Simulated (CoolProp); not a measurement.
Saturated liquid density (kg/m³) of carbon dioxide: the reference equation beside estimates from Tc = 31.0 °C, pc = 7.377 MPa, ω = 0.224. Rackett uses Z = 0.29056 − 0.08775 ω.

The numbers come from the reference Helmholtz-energy equation of state, Span 1996 in CoolProp.

```
T (°C)  reference  Rackett  Peng-Robinson
------  ---------  -------  -------------
-44.95        [?]     1141           1181
-38.75       1111     1117           1152
-32.55       1086     1092           1121
-26.35       1060      [?]           1088
-20.15       1032     1039           1052
-13.95       1003     1010           1013
-7.75         [?]    978.4            [?]
-1.55       936.6    944.5          923.8
4.65          [?]    907.1            [?]
10.85       854.7    864.6          812.3
```

Problem. Complete the blanks.

Solution. 
- -44.95, reference: 1136
- -26.35, Rackett: 1066
- -7.75, reference: 971.1
- -7.75, Peng-Robinson: 970.5
- 4.65, reference: 898.3
- 4.65, Peng-Robinson: 871.6

Absolute difference from the reference over all 10 rows, mean and median: Rackett 0.7 and 0.7 %, Peng-Robinson 2.6 and 2.8 %.
